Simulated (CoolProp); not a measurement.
A simple Rankine cycle with n-heptane: condensing at 333.15 K, boiler at 1.33 MPa, turbine inlet 496.3 K, turbine efficiency 0.7, pump efficiency 0.8, no recuperator. Each further row changes one setting.

Computed with CoolProp (reference Helmholtz-energy equation of state, Span 2003). It is a short technical equation, of lower accuracy than the large ones.

| case | thermal efficiency (%) | net work (kJ/kg) | heat in (kJ/kg) | turbine exit temperature (K) | volume ratio over the turbine |
|---|---|---|---|---|---|
| as stated | 14.0 | 90.7 | 648 | 437.5 | ___ |
| turbine inlet 516.3 K | 13.7 | 96.9 | 706 | ___ | 55.9 |
| condensing temperature 325.15 K | 14.7 | ___ | 666 | 434.1 | 81.8 |
| boiler pressure 0.931 MPa | ___ | ___ | ___ | 447.8 | ___ |
| turbine efficiency 0.6 | 12.0 | 77.4 | 648 | 443.4 | 60.9 |

Question: Some entries are withheld; supply them.

Answer: 
- as stated, volume ratio over the turbine: 60.1
- turbine inlet 516.3 K, turbine exit temperature (K): 460.3
- condensing temperature 325.15 K, net work (kJ/kg): 98.3
- boiler pressure 0.931 MPa, thermal efficiency (%): 13.0
- boiler pressure 0.931 MPa, net work (kJ/kg): 86.7
- boiler pressure 0.931 MPa, heat in (kJ/kg): 667
- boiler pressure 0.931 MPa, volume ratio over the turbine: 36.8
